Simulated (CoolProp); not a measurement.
Vapour-liquid equilibrium of R227EA (1) + isobutane (2) at 301.3 K; x and y are mole fractions of (1).

The numbers come from the multi-fluid Helmholtz-energy mixture model, Lemmon 2016 and Bücker 2006; pair parameters Bell 2016 in CoolProp.

| x | bubble pressure (kPa) | y at the bubble point | dew pressure at overall composition x (kPa) | liquid density (mol/L) |
|---|---|---|---|---|
| 0.05 | 447.1 | 0.165 | 401.5 | 9.278 |
| 0.2 | 553.5 | 0.385 | 462.4 | 8.924 |
| 0.35 | 596.6 | 0.479 | ? | 8.625 |
| 0.5 | 613.8 | 0.546 | ? | 8.393 |
| 0.65 | ? | ? | 610.0 | 8.231 |
| 0.8 | 593.3 | 0.721 | 568.5 | 8.133 |
| 0.95 | 533.2 | 0.903 | 517.0 | 8.088 |

**Question.** Complete the blanks.

**Answer.** 
- 0.35, dew pressure at overall composition x (kPa): 535.7
- 0.5, dew pressure at overall composition x (kPa): 603.5
- 0.65, bubble pressure (kPa): 614.5
- 0.65, y at the bubble point: 0.618

y crosses x between x = 0.5 and 0.65: the model has an azeotrope there.

Pair parameters are fitted to limited data, so mixtures are less certain than the pure fluids.
